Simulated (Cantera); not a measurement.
Charge: 1 mol Si, 4 mol HCl, 1.3 mol H₂, equilibrated at 477 °C and 0.133 bar.

Equilibrium computed with Cantera from the NASA thermochemical tables; the gas is ideal and each condensed phase is pure. Candidate condensed phases: Si; 19 gas species. Equilibrium is a limit: real reactors are often held back by kinetics, nucleation or transport.

Base state: H₂ 0.759, SiCl₄ 0.224, HCl 0.00879, SiHCl₃ 0.00874, SiH₂Cl₂ 2.50e-5 (mole fractions); condensed: gas only.

Question: What changes in the equilibrium state with this change: Si replaced by SiCl₄?

Answer: 
```
species   before    after
-------  -------  -------
HCl      0.00879    0.635
H₂         0.759    0.206
SiCl₄      0.224    0.159
SiH₂Cl₂  2.50e-5    <1e-9
SiHCl₃   0.00874  2.33e-5
```

Question: What changes in the equilibrium state with this change: HCl from 4 to 2.1 mol?

Answer: 
```tsv
species	before	after
H₂	0.759	0.802
SiCl₄	0.224	0.149
SiHCl₃	0.00874	0.0470
SiH₂Cl₂	2.50e-5	0.00109
HCl	0.00879	0.00115
SiCl₃	6.48e-6	3.39e-5
Si(s), mol	0	0.441
```
The tables' values for SiCl₃ are old estimates; treat these amounts as uncertain.
